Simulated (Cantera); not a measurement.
Mixture: H2 : O2 : N2 = 1 : 0.357 : 1.79 (molar parts), equivalence ratio 1.4, at 5400 Torr, adiabatic and at constant pressure. Ignition delay is the time to a rise of 400 K.

Model: GRI-Mech 3.0 (53 species, 325 reactions), integrated in Cantera. The hydrogen kinetics of GRI-Mech 3.0 are dated; newer H2 mechanisms differ, most at raised pressure.

Task: Predict: delay at 1148 K; delay at 1198 K; delay at 1248 K; delay at 1298 K; delay at 1348 K; delay at 1398 K; apparent activation energy between 1298 and 1398 K.

Result: 
* **delay at 1148 K**: 0.182 ms
* **delay at 1198 K**: 28.5 µs
* **delay at 1248 K**: 10.9 µs
* **delay at 1298 K**: 6.64 µs
* **delay at 1348 K**: 4.73 µs
* **delay at 1398 K**: 3.62 µs
* **apparent activation energy between 1298 and 1398 K**: 91 kJ/mol
